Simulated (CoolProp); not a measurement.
A simple Rankine cycle with chlorine: condensing at 308.15 K, boiler at 3.09 MPa, turbine inlet 375.4 K, turbine efficiency 0.65, pump efficiency 0.6, no recuperator. Each further row changes one setting.

Values from CoolProp's reference Helmholtz-energy equation of state, Thol 2021.

```csv
case,thermal efficiency (%),net work (kJ/kg),heat in (kJ/kg),turbine exit temperature (K),volume ratio over the turbine
as stated,8.0,20.1,253,308.2,2.74
turbine inlet 395.4 K,(withheld),22.1,268,317.8,2.66
condensing temperature 300.15 K,9.1,(withheld),260,300.1,3.32
boiler pressure 2.16 MPa,5.9,15.8,266,324.6,(withheld)
turbine efficiency 0.55,6.6,16.6,253,308.2,2.78
```

### Question
Fill in the missing entries.

### Answer

- turbine inlet 395.4 K, thermal efficiency (%): 8.3
- condensing temperature 300.15 K, net work (kJ/kg): 23.8
- boiler pressure 2.16 MPa, volume ratio over the turbine: 1.94

The expansion ends wet for: as stated; condensing temperature 300.15 K; turbine efficiency 0.55.
